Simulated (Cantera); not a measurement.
Input: 1 mol Al2O3, 0.02 mol H2, at 1650 Torr.

Method: chemical equilibrium by Gibbs-energy minimisation in Cantera with the NASA 1993 tables (ideal gas, pure condensed phases). Candidate condensed phases: Al, Al2O3, H2O; 19 gas species. Equilibrium is a limit: real reactors are often held back by kinetics, nucleation or transport.

**Question.** Which condensed phases are stable at each of these points (T (K)): 1425, 1525, 1625, 1725, 1825, 1925, 2025, 2125, 2225, 2325, 2425, 2525?

**Answer.** 
```
T (K)  condensed phases  Al condensed (%)
-----  ----------------  ----------------
1425           Al2O3(s)             100.0
1525           Al2O3(s)             100.0
1625           Al2O3(s)             100.0
1725           Al2O3(s)             100.0
1825           Al2O3(s)             100.0
1925           Al2O3(s)             100.0
2025           Al2O3(s)             100.0
2125           Al2O3(s)             100.0
2225           Al2O3(s)             100.0
2325           Al2O3(s)             100.0
2425           Al2O3(l)             100.0
2525           Al2O3(l)             100.0
```

From 1425 K to 2325 K the condensed part is Al2O3(s). From 2425 K to 2525 K the condensed part is Al2O3(l).
